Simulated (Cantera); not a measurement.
A perfectly stirred reactor is fed with 18.5 % CO, 1.06 % H₂, 16.9 % O₂, 63.5 % N₂, at 0.370 bar; it is adiabatic with a 700 K inlet, and is followed from long to short residence time, starting on the burning branch (τ in s: 0.19, 0.066, 0.024, 0.0084, 0.003, 0.0011, 0.00039, 0.00014, 4.9e-05).

Detailed kinetics in Cantera: GRI-Mech 3.0 (53 species, 325 reactions).

Problem. Predict: blow-out, bracketed by the residence times tried; x(CO) at τ = 0.190 s; x(H₂) at τ = 0.190 s; x(O₂) at τ = 0.190 s; x(HO₂) at τ = 0.190 s; x(H) at τ = 0.190 s; x(CO) at τ = 3.00 ms; x(H₂) at τ = 3.00 ms; x(O₂) at τ = 3.00 ms; x(HO₂) at τ = 3.00 ms; x(H) at τ = 3.00 ms.

Solution. 
```json
{
 "blow_out_bracketed_by_the_residence_times_tried": "burning at 1.10 ms, out at 0.390 ms",
 "x(CO) at τ = 0.190 s": "0.0152",
 "x(H₂) at τ = 0.190 s": "0.000161",
 "x(O₂) at τ = 0.190 s": "0.0822",
 "x(HO₂) at τ = 0.190 s": "7.28e-7",
 "x(H) at τ = 0.190 s": "0.000299",
 "x(CO) at τ = 3.00 ms": "0.0577",
 "x(H₂) at τ = 3.00 ms": "0.000644",
 "x(O₂) at τ = 3.00 ms": "0.0950",
 "x(HO₂) at τ = 3.00 ms": "4.82e-6",
 "x(H) at τ = 3.00 ms": "0.00574"
}
```
